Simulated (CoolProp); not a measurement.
Vapour-liquid equilibrium of carbon dioxide (1) + R134a (2) at 8.35 bar; x and y are mole fractions of (1).

The numbers come from the multi-fluid Helmholtz-energy mixture model, Span 1996 and Tillner-Roth 1994; pair parameters Bell 2016 in CoolProp.

Give the bubble temperature and the first vapour's composition at x = 0.275, 0.575, 0.65. Is there an azeotrope?

x = 0.275: 265.4 K, y = 0.782; x = 0.575: 243.0 K, y = 0.947; x = 0.65: 239.6 K, y = 0.962. No azeotrope shows between x = 0.05 and 0.95.

Pair parameters are fitted to limited data, so mixtures are less certain than the pure fluids.
